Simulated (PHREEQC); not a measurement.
1 kg of water holding 0.13 mol/kgw Na2SO4, 0.0096 mol/kgw NaCl, 0.0083 mol/kgw Na2CO3 and 0.0036 mol/kgw NaOH is evaporated at 25 °C; the solids stay in contact with the brine. CO2 is held at log p = -3.4 (atm). Solids allowed: Burkeite, Halite, Mirabilite, Nahcolite, Natron, Thenardite, Trona. Others were left out.

Model: Pitzer model, pitzer.dat, run in PHREEQC.

| water left (kg) | ionic strength | water activity | Mirabilite (mol) | Thenardite (mol) | Trona (mol) | Cl in solution (mol/kgw) | C in solution (mol/kgw) | pH |
|---|---|---|---|---|---|---|---|---|
| 0.9999 | 0.423 | 0.994 | 0 | 0 | 0 | 0.00960 | 0.0169 | 9.18 |
| 0.8218 | 0.515 | 0.993 | 0 | 0 | 0 | 0.0117 | 0.0201 | 9.22 |
| 0.5551 | 0.764 | (withheld) | 0 | 0 | 0 | 0.0173 | 0.0284 | (withheld) |
| 0.4563 | 0.931 | 0.987 | 0 | 0 | 0 | 0.0210 | 0.0338 | 9.33 |
| 0.375 | 1.13 | 0.985 | 0 | 0 | 0 | 0.0256 | 0.0402 | 9.36 |
| 0.3082 | 1.38 | 0.982 | 0 | 0 | 0 | 0.0311 | 0.0478 | 9.39 |
| 0.2082 | 2.05 | 0.974 | 0 | 0 | 0 | 0.0461 | (withheld) | 9.44 |
| 0.1711 | 2.49 | 0.969 | 0 | 0 | 0 | 0.0561 | 0.0808 | 9.46 |
| 0.1406 | 3.03 | 0.963 | 0 | 0 | 0 | 0.0683 | 0.0965 | 9.48 |
| 0.095 | 4.49 | (withheld) | 0 | 0 | 0 | 0.101 | 0.138 | 9.51 |
| 0.07807 | 5.47 | 0.936 | 0 | 0 | 0 | 0.123 | 0.166 | 9.52 |
| 0.06159 | (withheld) | 0.926 | (withheld) | 0 | 0 | 0.156 | 0.207 | (withheld) |
| 0.02953 | 6.70 | 0.915 | 0.0767 | 0 | 0 | 0.325 | 0.407 | 9.71 |
| 0.01778 | 7.36 | 0.899 | 0.0992 | 0 | 0 | 0.540 | 0.655 | 9.80 |
| 0.008476 | 9.65 | 0.845 | (withheld) | 0 | 0 | 1.13 | 1.33 | 9.90 |
| 0.005904 | 11.0 | 0.805 | 0.101 | 0.0188 | 0.00130 | 1.63 | 1.53 | 9.89 |
| 0.005904 | 11.0 | 0.805 | 0.0573 | 0.0621 | 0.00130 | 1.63 | 1.53 | 9.89 |
| 0.005904 | 11.0 | 0.805 | 0.0412 | 0.0782 | 0.00130 | 1.63 | 1.53 | 9.89 |

Q: Some entries are withheld; supply them.

A: 
- 0.5551, water activity: 0.989
- 0.5551, pH: 9.30
- 0.2082, C in solution (mol/kgw): 0.0678
- 0.095, water activity: 0.947
- 0.06159, ionic strength: 6.24
- 0.06159, Mirabilite (mol): 0.0143
- 0.06159, pH: 9.55
- 0.008476, Mirabilite (mol): 0.116
